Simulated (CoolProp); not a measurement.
Vapour-liquid equilibrium of propylene (1) + R142b (2) at 37.2 kPa; x and y are mole fractions of (1).

Values from CoolProp's multi-fluid Helmholtz-energy mixture model, Lemmon 2013 and Lemmon 2006; pair parameters Bell 2016.

```json
[
 {"x": "0.05", "bubble temperature, mixture model (°C)": "-36.5", "bubble temperature, Raoult's law (°C)": "-35.5", "y, mixture model": "0.264", "y, Raoult's law": "0.229"},
 {"x": "0.15", "bubble temperature, mixture model (°C)": "-44.6", "bubble temperature, Raoult's law (°C)": "-42.2", "y, mixture model": "0.572", "y, Raoult's law": "0.519"},
 {"x": "0.25", "bubble temperature, mixture model (°C)": "-50.4", "bubble temperature, Raoult's law (°C)": "-47.5", "y, mixture model": "0.728", "y, Raoult's law": "0.685"},
 {"x": "0.35", "bubble temperature, mixture model (°C)": "-54.6", "bubble temperature, Raoult's law (°C)": "-51.7", "y, mixture model": "0.815", "y, Raoult's law": "0.788"},
 {"x": "0.45", "bubble temperature, mixture model (°C)": "-57.7", "bubble temperature, Raoult's law (°C)": "-55.2", "y, mixture model": "0.868", "y, Raoult's law": "0.856"},
 {"x": "0.55", "bubble temperature, mixture model (°C)": "-60.2", "bubble temperature, Raoult's law (°C)": "-58.2", "y, mixture model": "0.904", "y, Raoult's law": "0.903"},
 {"x": "0.65", "bubble temperature, mixture model (°C)": "-62.1", "bubble temperature, Raoult's law (°C)": "-60.7", "y, mixture model": "0.930", "y, Raoult's law": "0.936"},
 {"x": "0.75", "bubble temperature, mixture model (°C)": "-63.8", "bubble temperature, Raoult's law (°C)": "-62.9", "y, mixture model": "0.952", "y, Raoult's law": "0.961"},
 {"x": "0.85", "bubble temperature, mixture model (°C)": "-65.3", "bubble temperature, Raoult's law (°C)": "-64.9", "y, mixture model": "0.971", "y, Raoult's law": "0.979"},
 {"x": "0.95", "bubble temperature, mixture model (°C)": "-66.7", "bubble temperature, Raoult's law (°C)": "-66.6", "y, mixture model": "0.990", "y, Raoult's law": "0.994"}
]
```

The largest gap from Raoult's law is -2.9 K in bubble temperature, at x = 0.35. No azeotrope shows between x = 0.05 and 0.95.

Pair parameters are fitted to limited data, so mixtures are less certain than the pure fluids.
